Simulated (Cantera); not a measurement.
A closed system holds: 1 mol FeS, 1.5 mol H2S, 8.3 mol H2O, held at 952 °C and 0.100 bar.

Method: chemical equilibrium by Gibbs-energy minimisation in Cantera with the NASA 1993 tables (ideal gas, pure condensed phases). Candidate condensed phases: Fe, FeO, Fe(OH)2, Fe(OH)3, FeS, FeSO4, FeS2, Fe2O3, Fe2(SO4)3, Fe3O4, H2O, H2SO4, S; 22 gas species. FeS: taken at fixed stoichiometry. Gases not in the tables: S3 to S7. The numbers say what is thermodynamically allowed, not how fast it happens.

Base state: H2O 0.798, H2 0.0832, H2S 0.0818, S2 0.0281, SO2 0.00873, SH 0.000206, S2O 0.000193, SO 6.58e-5 (mole fractions); condensed: FeS(s).

### Question
What changes in the equilibrium state with this change: pressure from 0.100 bar to 1.00 bar?

### Answer
```
species        before     after
-----------  --------  --------
H2O             0.798     0.816
H2S            0.0818     0.113
H2             0.0832    0.0493
S2             0.0281    0.0152
SO            6.58e-5   2.64e-5
SH           0.000206  0.000116
SO2           0.00873   0.00606
S2O          0.000193  0.000181
FeS(s), mol     1.000     1.000
```
